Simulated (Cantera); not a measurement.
Mixture: 6.05 % CH4, 17.1 % O2, 76.9 % N2, equivalence ratio 0.71, at 8.10 bar, adiabatic and at constant pressure. Ignition delay is the time to a rise of 400 K.

Detailed kinetics in Cantera: GRI-Mech 3.0 (53 species, 325 reactions).

**Question.** Predict: delay at 1273 K; delay at 1473 K; delay at 1673 K; delay at 1873 K; delay at 2073 K; apparent activation energy between 1973 and 2173 K.

**Answer.** 
| Property | Value |
|---|---|
| delay at 1273 K | 2.48 ms |
| delay at 1473 K | 0.298 ms |
| delay at 1673 K | 51.5 µs |
| delay at 1873 K | 13.0 µs |
| delay at 2073 K | 4.55 µs |
| apparent activation energy between 1973 and 2173 K | 160 kJ/mol |
